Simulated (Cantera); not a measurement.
Cantera run, input and output.

```python
import numpy as np
import cantera as ct

gas = ct.Solution("h2o2.yaml")


def delay(T, t_max=10):
    gas.TPX = T, 32000, {'H2': 1, 'O2': 0.685, 'N2': 2.58}
    reactor = ct.IdealGasConstPressureReactor(gas, clone=False)
    net = ct.ReactorNet([reactor])
    net.rtol, net.atol = 1e-8, 1e-16
    while net.time < t_max:
        t_old, T_old = net.time, reactor.T
        net.step()
        if reactor.T > T + 400:  # ignition: a rise of 400 K
            return t_old + (T + 400 - T_old) / (reactor.T - T_old) * (net.time - t_old)
    return np.nan


taus = []
for T in [875, 975, 1075, 1175, 1275, 1375]:
    taus.append(delay(T))
    print(f"T0 = {T:6g} K   tau = {taus[-1]:.4e} s")

# d ln(tau) / d ln(k), from doubling and halving each rate constant
T, sens = 1075, []
for i in range(gas.n_reactions):
    gas.set_multiplier(2.0, i)
    up = delay(T)
    gas.set_multiplier(0.5, i)
    down = delay(T)
    gas.set_multiplier(1.0, i)
    sens.append((np.log(up / down) / np.log(4.0), gas.reaction(i).equation))
sens.sort(key=lambda x: -abs(x[0]))
print(f"sensitivities at {T} K")
for s, eq in sens[:10]:
    print(f"{s:8.3f}  {eq}")
```

Result:

```
T0 =    875 K   tau = 5.4563e-03 s
T0 =    975 K   tau = 6.6644e-04 s
T0 =   1075 K   tau = 3.0372e-04 s
T0 =   1175 K   tau = 1.8455e-04 s
T0 =   1275 K   tau = 1.3608e-04 s
T0 =   1375 K   tau = 1.1727e-04 s
sensitivities at 1075 K
  -0.711  H + O2 <=> O + OH
  -0.167  H2 + O <=> H + OH
  -0.060  H2 + OH <=> H + H2O
  -0.041  H + HO2 <=> H2 + O2
  -0.038  H + O2 + H2O <=> HO2 + H2O
   0.025  H + O2 + N2 <=> HO2 + N2
   0.016  H + O2 + M <=> HO2 + M
  -0.013  H + HO2 <=> 2 OH
  -0.010  H + OH + M <=> H2O + M
   0.006  H + O2 + O2 <=> HO2 + O2
```

Detailed kinetics in Cantera: the H2/O2 subset of GRI-Mech 3.0, which has no nitrogen chemistry. Below about 950 K walls govern HO2 and H2O2 in real vessels. Where the delays flatten at high temperature, the 400 K rule measures the pace of heat release, not the induction time.
